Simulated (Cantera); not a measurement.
A closed system holds: 1 mol Al, 3.7 mol HCl, 0.23 mol N₂, held at 1200 °C and 7.50 Torr.

Method: chemical equilibrium by Gibbs-energy minimisation in Cantera with the NASA 1993 tables (ideal gas, pure condensed phases). Candidate condensed phases: Al, AlCl₃, AlN, NH₄Cl; 20 gas species. The tables' values for AlCl₂ are old estimates; treat these amounts as uncertain. Rates play no part.

Base state: H₂ 0.421, AlCl₃ 0.271, HCl 0.224, N₂ 0.0663, AlCl₂ 0.0125, AlCl 0.00501, H 8.22e-5, Cl 3.55e-5 (mole fractions); condensed: gas only.

Task: What changes in the equilibrium state with this change: temperature from 1200 °C to 577 °C?

Result: 
| species | before | after |
|---|---|---|
| H₂ | 0.421 | 0.438 |
| AlCl₃ | 0.271 | 0.290 |
| HCl | 0.224 | 0.204 |
| AlCl₂ | 0.0125 | 6.82e-8 |
| N₂ | 0.0663 | 0.0671 |
| AlCl | 0.00501 | <1e-9 |
| H | 8.22e-5 | <1e-9 |
| Cl | 3.55e-5 | <1e-9 |
